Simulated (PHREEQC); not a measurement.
Solution (25 °C): 2.88 mmol/kgw Al2(SO4)3, 0.31 mmol/kgw ZnCl2 and 0.26 mmol/kgw NaF. Closed to the air; pH follows from the charge balance.

Model: ion-association model, wateq4f.dat, run in PHREEQC.

The ionic strength comes out as 0.0173 mol/kgw. What activity coefficients do AlOH+2, Zn(SO4)2-2, Al+3, Zn+2, HSO4- get?

AlOH+2 0.61, Zn(SO4)2-2 0.59, Al+3 0.37, Zn+2 0.61, HSO4- 0.88.

This is a speciation only: nothing precipitates in the calculation. The solution is supersaturated, for example in Basaluminite, Gibbsite (slow to form), so a real one may precipitate; this is no full list. Fluoro complexes past AlF4- and FeF3 are missing from the database.
